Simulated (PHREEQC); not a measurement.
A PHREEQC speciation (ion-association model, wateq4f.dat) at 25 °C gives pH 5.80 and these molalities:

| species | mol/kgw |
|---|---|
| Mn+2 | 0.125 |
| SO4-2 | 0.101 |
| MnSO4 | 0.0966 |
| Cl- | 0.0681 |
| ZnSO4 | 0.0145 |
| Zn+2 | 0.0142 |
| Zn(SO4)2-2 | 0.00914 |
| MnCl+ | 0.00802 |
| ZnCl+ | 0.000632 |
| MnCl2 | 9.11e-5 |
| ZnCl2 | 1.64e-5 |
| HSO4- | 4.69e-6 |

What are the element totals, and what could have been dissolved in 1 kg of water to give them?

This is not unique; one that fits is totals Cl 0.0770, Mn(2) 0.230, S(6) 0.230, Zn 0.0385 mol/kgw, from 0.23 mol MnSO4 and 0.0385 mol ZnCl2 per kg of water.

This is a speciation only: nothing precipitates in the calculation. Complexes and solids missing from the database can't appear.
